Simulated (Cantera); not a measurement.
## Low-pressure radical oxidation in H2/O2

An isothermal, constant-pressure homogeneous reactor starts with H2 : O2 : N2 = 0.17 : 1 : 0.14 (molar parts), equivalence ratio 0.085, at 1473 K and 18.8 Torr.

Model: GRI-Mech 3.0 (53 species, 325 reactions), integrated in Cantera. Radical loss at walls, strong at low pressure, is not modelled. The temperature is held fixed by assumption; the heat of reaction is taken as removed at once.

| t (s) | x H2 | x O2 | x H2O2 | x HO2 | x OH |
|---|---|---|---|---|---|
| 3.00e-6 | 0.130 | 0.763 | 7.24e-12 | 3.40e-8 | 4.06e-9 |
| 7.82e-6 | 0.130 | 0.763 | 4.88e-11 | 8.86e-8 | 2.30e-8 |
| 2.04e-5 | 0.130 | 0.763 | 3.26e-10 | 2.31e-7 | 1.21e-7 |
| 5.31e-5 | 0.130 | 0.763 | 2.12e-9 | 6.01e-7 | 9.46e-7 |
| 0.000138 | 0.130 | 0.763 | 1.29e-8 | 1.62e-6 | 5.71e-5 |
| 0.000361 | 0.0118 | 0.678 | 2.42e-7 | 6.00e-6 | 0.0183 |
| 0.000940 | 0.00508 | 0.672 | 1.84e-7 | 5.89e-6 | 0.0147 |
| 0.00245 | 0.00461 | 0.681 | 1.84e-7 | 5.89e-6 | 0.0140 |
| 0.00638 | 0.00352 | 0.699 | 1.79e-7 | 5.74e-6 | 0.0124 |
| 0.0166 | 0.00177 | 0.723 | 1.48e-7 | 4.80e-6 | 0.00897 |
| 0.0434 | 0.000473 | 0.740 | 8.53e-8 | 2.54e-6 | 0.00468 |
| 0.113 | 8.69e-5 | 0.745 | 3.59e-8 | 7.84e-7 | 0.00201 |
| 0.294 | 1.68e-5 | 0.746 | 1.36e-8 | 2.42e-7 | 0.000888 |
| 0.767 | 4.10e-6 | 0.747 | 5.67e-9 | 1.57e-7 | 0.000439 |
| 2.00 | 1.62e-6 | 0.747 | 3.57e-9 | 1.83e-7 | 0.000276 |
x: mole fraction; the columns are a selection and need not sum to one.

Equilibrium at this temperature and pressure: H2 1.34e-6, O2 0.746, H2O2 3.36e-9, HO2 1.93e-7, OH 0.000251 (gas phase only).
